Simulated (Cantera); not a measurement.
An adiabatic, constant-volume homogeneous reactor starts with CO : H₂ : O₂ : N₂ : CO₂ = 1 : 0.055 : 0.44 : 1.65 : 0.24 (molar parts), equivalence ratio 1.2, at 1748 K and 760 Torr. Integrator tolerance rtol = 1e-08.

Computed with Cantera and GRI-Mech 3.0 (53 species, 325 reactions).

### Question
What does this change do: initial temperature 1748 to 1650 K?

### Answer
| quantity | before | after |
|---|---|---|
| time of steepest temperature rise | 33.3 µs | 40.8 µs |
| temperature at 2.00 s | 2862 K | 2844 K |
| equilibrium temperature | 2862 K | 2844 K |
| x(CO) at 2.00 s | 0.170 (gas-phase equilibrium 0.170) | 0.163 (gas-phase equilibrium 0.163) |
| x(H₂) at 2.00 s | 0.00117 (gas-phase equilibrium 0.00117) | 0.00114 (gas-phase equilibrium 0.00114) |
| x(O₂) at 2.00 s | 0.0433 (gas-phase equilibrium 0.0433) | 0.0411 (gas-phase equilibrium 0.0411) |
| x(H₂O) at 2.00 s | 0.0109 (gas-phase equilibrium 0.0109) | 0.0114 (gas-phase equilibrium 0.0114) |
| x(N₂O) at 2.00 s | 8.34e-7 (gas-phase equilibrium 8.34e-7) | 8.15e-7 (gas-phase equilibrium 8.15e-7) |
